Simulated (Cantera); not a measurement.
Feed: 1 mol V, 0.085 mol H2O, 14 mol H2, 4.2 mol NH3, held at 10.0 Torr.

Method: chemical equilibrium by Gibbs-energy minimisation in Cantera with the NASA 1993 tables (ideal gas, pure condensed phases). Candidate condensed phases: H2O, V, VN, VO, V2O3, V2O4, V2O5; 28 gas species. Mutual solubility and eutectic melting of coexisting phases are not modelled. VN, VO: taken at fixed stoichiometry. Condensed phases not in the tables: solid solutions among these carbides, nitrides and lower oxides, V2N. Equilibrium is a limit: real reactors are often held back by kinetics, nucleation or transport. All values below are at 1923 K.

Base state: H2 0.918, N2 0.0742, H 0.00782, H2O 0.000246, V 4.40e-5, VO 4.21e-5 (mole fractions); condensed: VN(s) + VO(s).

Task: What changes in the equilibrium state with this change: pressure from 10.0 Torr to 1.00 Torr?

Result: 
| species | before | after |
|---|---|---|
| H2 | 0.918 | 0.882 |
| N2 | 0.0742 | 0.0922 |
| H | 0.00782 | 0.0242 |
| V | 4.40e-5 | 0.000514 |
| VO | 4.21e-5 | 0.000421 |
| VO2 | 3.39e-6 | 2.90e-5 |
| H2O | 0.000246 | 0.000203 |
| VN(s), mol | 0.920 | 0 |
| VO(s), mol | 0.0785 | 0.0695 |
| V(s), mol | 0 | 0.909 |
VO: taken at fixed stoichiometry. Condensed phases not in the tables: V2N, N, O or C dissolved in the metal.
